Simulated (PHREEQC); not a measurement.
Consider water at 25 °C and 100 atm with 0.013 mol/kgw Al2(SO4)3. Closed to the air; pH follows from the charge balance.

Computed with PHREEQC (ion-association model, phreeqc.dat).

| Quantity | Result |
|---|---|
| pH | 3.97 |
| ionic strength | 0.0549 mol/kgw |

```csv
species,molality,activity,log γ
AlSO4+,0.0184,0.0150,-0.088
SO4-2,0.0132,0.00596,-0.346
Al+3,0.00377,0.000880,-0.632
Al(SO4)2-,0.00368,0.00300,-0.088
AlOH+2,0.000180,8.31e-5,-0.336
H+,0.000126,0.000107,-0.070
HSO4-,6.85e-5,5.59e-5,-0.088
Al(OH)2+,7.14e-6,5.89e-6,-0.084
AlHSO4+2,3.20e-7,1.42e-7,-0.352
```

No solid was allowed to form. Saturation is exceeded, for instance for Gibbsite (slow to form); the values hold only as long as no solid forms. Species that the database lacks are ignored. Under pressure, the constants of complexes without a molar volume in the database are unreliable.
